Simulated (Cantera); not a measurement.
Ignition delay

Mixture: CH₃OH : O₂ : N₂ = 1 : 2.21 : 8.16 (molar parts), at 500000 Pa, adiabatic and at constant volume. Ignition delay is the time to a rise of 400 K.

Computed with Cantera and GRI-Mech 3.0 (53 species, 325 reactions). GRI-Mech 3.0 was tuned for natural gas; its chemistry of methanol as a main component is partial and can be far from experiment.

```json
[
 {"T0 (K)": "1125", "delay (ms)": "10.1"},
 {"T0 (K)": "1225", "delay (ms)": "1.75"},
 {"T0 (K)": "1325", "delay (ms)": "0.405"},
 {"T0 (K)": "1425", "delay (ms)": "0.120"},
 {"T0 (K)": "1525", "delay (ms)": "0.0438"},
 {"T0 (K)": "1625", "delay (ms)": "0.0188"},
 {"T0 (K)": "1725", "delay (ms)": "0.00913"},
 {"T0 (K)": "1825", "delay (ms)": "0.00484"}
]
```

| Property | Result |
|---|---|
| apparent activation energy between 1625 and 1825 K | 170 kJ/mol |
